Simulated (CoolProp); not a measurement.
Vapour-liquid equilibrium of CH2F2 (R32) (1) + R143a (2) at -94.75 °C; x and y are mole fractions of (1).

Model: multi-fluid Helmholtz-energy mixture model, Tillner-Roth 1997 and Lemmon and Jacobsen 2000; pair parameters Bell 2016, in CoolProp.

```json
[
 {"x": "0.05", "bubble pressure (MPa)": "0.005467", "y at the bubble point": "0.094", "dew pressure at overall composition x (MPa)": "0.005345", "liquid density (mol/L)": "(withheld)"},
 {"x": "0.2", "bubble pressure (MPa)": "0.006056", "y at the bubble point": "0.297", "dew pressure at overall composition x (MPa)": "0.005774", "liquid density (mol/L)": "16.72"},
 {"x": "0.35", "bubble pressure (MPa)": "0.006419", "y at the bubble point": "(withheld)", "dew pressure at overall composition x (MPa)": "(withheld)", "liquid density (mol/L)": "17.92"},
 {"x": "0.5", "bubble pressure (MPa)": "0.006612", "y at the bubble point": "0.545", "dew pressure at overall composition x (MPa)": "0.006547", "liquid density (mol/L)": "19.28"},
 {"x": "0.65", "bubble pressure (MPa)": "0.006666", "y at the bubble point": "0.645", "dew pressure at overall composition x (MPa)": "0.006665", "liquid density (mol/L)": "20.83"},
 {"x": "0.8", "bubble pressure (MPa)": "0.006567", "y at the bubble point": "0.758", "dew pressure at overall composition x (MPa)": "0.006496", "liquid density (mol/L)": "22.63"},
 {"x": "0.95", "bubble pressure (MPa)": "0.006225", "y at the bubble point": "0.921", "dew pressure at overall composition x (MPa)": "(withheld)", "liquid density (mol/L)": "(withheld)"}
]
```

Task: Fill in the missing entries.

Result: 
- 0.05, liquid density (mol/L): 15.66
- 0.35, y at the bubble point: 0.436
- 0.35, dew pressure at overall composition x (MPa): 0.006202
- 0.95, dew pressure at overall composition x (MPa): 0.006152
- 0.95, liquid density (mol/L): 24.71

y crosses x between x = 0.5 and 0.65: the model has an azeotrope there.

Pair parameters are fitted to limited data, so mixtures are less certain than the pure fluids.
